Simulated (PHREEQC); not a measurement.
Solution (20 °C): 0.034 mol H3PO4, 5.9e-05 mol Na2B4O7 and 0.00024 mol NaCl per kg of water. Closed to the air; pH follows from the charge balance.

Computed with PHREEQC (ion-association model, phreeqc.dat).

The pH is 1.92, the ionic strength comes out as 0.0138 mol/kgw and the specific conductance comes out as 4240 µS/cm. The total alkalinity is -33.9 meq/kg.

```
species  molality  activity   log γ
-------  --------  --------  ------
H3PO4      0.0204    0.0205   0.001
H2PO4-     0.0136    0.0121  -0.049
H+         0.0135    0.0122  -0.044
Na+      0.000358  0.000319  -0.050
Cl-      0.000240  0.000213  -0.052
H3BO3    0.000236  0.000237   0.001
HPO4-2    9.52e-8   6.02e-8  -0.199
```

Precipitation was switched off in this run.
